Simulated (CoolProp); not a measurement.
Model: reference Helmholtz-energy equation of state, Thol 2016, in CoolProp.

For R1234ze(E), give the phase and the density (kg/m³), cv (kJ/(kg K)), isothermal compressibility (1/MPa), expansivity (1/kK) at 206.9 K and 0.287 bar.


- 206.9 K and 0.287 bar: liquid; density 1420, cv 0.835, isothermal compressibility 0.00117, expansivity 1.77
